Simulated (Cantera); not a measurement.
# Hydrocarbon pyrolysis for carbon deposition

An isothermal, constant-pressure homogeneous reactor starts with C₃H₈ : H₂ = 1 : 2.7 (molar parts), at 1125 K and 1330 Pa.

Computed with Cantera and GRI-Mech 3.0 (53 species, 325 reactions). GRI-Mech 3.0 was tuned for natural gas; its chemistry of propane as a main component is partial and can be far from experiment. GRI-Mech 3.0 stops at C3 and has no aromatics, soot or wall deposition, so with more carbon than oxygen in the feed, carbon stays in small species such as C2H2 where larger ones or solid carbon would form. Radical loss at walls, strong at low pressure, is not modelled.

```
t (s)       x C₃H₈   x H₂    x C₂H₄     x CH₄    x C₂H₂    x C₂H₆     x CH₃
--------  --------  -----  --------  --------  --------  --------  --------
8.00e-6      0.270  0.730   3.82e-9   4.44e-9    <1e-12   1.17e-9   4.03e-7
4.58e-5      0.270  0.730   2.53e-7   1.45e-7    <1e-12   3.70e-8   2.34e-6
0.000262     0.270  0.730   1.08e-5   5.41e-6  1.35e-12   1.02e-6   1.61e-5
0.00150      0.270  0.729  0.000330  0.000240   2.44e-9   1.69e-5  0.000125
0.00856      0.261  0.724   0.00748   0.00686   1.66e-6  0.000267  0.000466
0.0490       0.196  0.688    0.0581    0.0550  0.000123   0.00209  0.000441
0.280       0.0359  0.601     0.181     0.176   0.00289   0.00353  0.000181
1.60      0.000364  0.585     0.199     0.202    0.0130   0.00104   1.86e-5
9.17       1.68e-6  0.589     0.185     0.200    0.0246  0.000591   6.56e-6
52.4       7.77e-7  0.604     0.139     0.194    0.0621  0.000434   5.74e-6
300        2.51e-7  0.629    0.0622     0.184     0.125  0.000201   4.18e-6
```
x: mole fraction; the columns are a selection and need not sum to one.

Equilibrium at this temperature and pressure: C₃H₈ 8.55e-8, H₂ 0.535, C₂H₄ 0.0327, CH₄ 0.323, C₂H₂ 0.109, C₂H₆ 9.21e-5, CH₃ 3.17e-6 (gas phase only).
